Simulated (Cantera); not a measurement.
A Cantera script and what it prints.

```python
import numpy as np
import cantera as ct

gas_names = """
    CL CL2 H HCL H2 Si SiCL SiCL2 SiCL3 SiCL4 SiH SiHCL3 SiH2 SiH2CL2 SiH3 SiH3CL SiH4 Si2 Si3
""".split()
cond_names = """
    Si(cr) Si(L)
""".split()


# ... load() reads the species with a 1 bar reference pressure and builds the phases ...
atoms = {
    'SiCl4': {'Si': 1, 'CL': 4},
    'H2': {'H': 2},
}
top_T = {}  # K; cautious upper limits of use, not melting points


# ... equilibrate(T, P, feed) seeds the gas with the atoms and calls Mixture.equilibrate('TP', solver="vcs", rtol=1e-11, max_steps=5000) ...
results = []
feed = {'SiCl4': 1, 'H2': 160}  # mol
T = 1000  # K
for P in [100, 260, 670, 1700, 4500, 12000, 30000, 77000, 200000]:
    mix = equilibrate(T, P, feed)
    results.append((T, P, feed, dict(zip(mix.species_names, mix.species_moles))))

top = {s: max(r[3][s] / sum(r[3][g] for g in gas_names) for r in results) for s in gas_names}
cols = sorted((s for s in top if top[s] > 0.0001), key=lambda s: -top[s])[:7]
seen = [c for c in cond_names if any(r[3].get(c, 0) > 1e-12 for r in results)]
print("log10 of partial pressures in bar; condensed amounts in mol")
print(f"{'P/Pa':>10s}" + "".join(f"{s[:9]:>10s}" for s in cols + seen))
for T, P, feed, n in results:
    ng = sum(n[g] for g in gas_names)
    print(f"{P:10.4g}" + "".join(f"{np.log10(max(n[s] / ng * P / 1e5, 1e-99)):10.3f}" for s in cols)
          + "".join(f"{n.get(c, 0):10.4g}" for c in seen))
```

Output:

```
log10 of partial pressures in bar; condensed amounts in mol
      P/Pa        H2       HCL    SiHCL3     SiCL4     SiCL2   SiH2CL2     SiCL3    Si(cr)
       100    -3.009    -4.711    -6.607    -6.157    -6.183    -8.024    -6.862    0.7172
       260    -2.594    -4.347    -5.930    -5.531    -5.870    -7.296    -6.393    0.6315
       670    -2.182    -4.002    -5.306    -4.973    -5.591    -6.605    -5.974    0.5307
      1700    -1.777    -3.674    -4.728    -4.474    -5.341    -5.950    -5.600    0.4255
      4500    -1.353    -3.342    -4.155    -3.992    -5.100    -5.286    -5.238    0.3163
   1.2e+04    -0.926    -3.016    -3.603    -3.540    -4.874    -4.633    -4.899    0.2109
     3e+04    -0.528    -2.717    -3.106    -3.143    -4.676    -4.036    -4.602    0.1175
   7.7e+04    -0.118    -2.416    -2.612    -2.757    -4.483    -3.434    -4.312   0.02613
     2e+05     0.296    -2.036    -2.173    -2.353    -4.424    -2.960    -4.080         0
```

Method: chemical equilibrium by Gibbs-energy minimisation in Cantera with the NASA 1993 tables (ideal gas, pure condensed phases). The tables' values for SiCl3 are old estimates; treat these amounts as uncertain.
